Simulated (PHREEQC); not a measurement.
Consider water at 25 °C with 0.047 mol HF, 0.0047 mol (NH4)2SiF6 and 0.00089 mol H2SO4 per kg of water. Closed to the air; pH follows from the charge balance.

Equilibrium calculation in PHREEQC: ion-association model, wateq4f.dat.

This is a speciation only: nothing precipitates in the calculation.

### Question
What pH, ionic strength does the model give?

### Answer
pH 2.23; ionic strength 0.0214 mol/kgw.

### Question
In which forms is S present?

### Answer
SO4-2 69 %, HSO4- 26 %, NH4SO4- 4.7 % of the S.

wateq4f.dat counts part of the HF as a dimer, H2F2, which phreeqc.dat doesn't know; its constant is uncertain. SiF6-2 is the database's only silicon fluoride.
